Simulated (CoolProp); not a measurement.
Saturation properties of fluorine.

Model: reference Helmholtz-energy equation of state, de Reuck 1990, in CoolProp.

```csv
T (°C),p (MPa),liquid density (kg/m³),enthalpy of vaporisation (kJ/kg),vapour Z,surface tension (mN/m)
-199.85,0.02080,1581,184.5,0.9886,16.8
-192.95,0.05612,1535,178.7,0.9769,14.8
-186.15,0.1262,1488,172.5,0.9596,12.9
-179.25,0.2523,1437,165.4,0.9357,11.1
-172.45,0.4522,1384,157.5,0.9055,9.28
-165.65,0.7502,1327,148.5,0.8681,7.55
-158.75,1.177,1264,137.8,0.8216,5.87
-151.95,1.747,1194,125.3,0.7656,4.29
```

It boils at -188.1 °C under 1 atm.

Surface tension comes from a separate correlation (Mulero 2012).
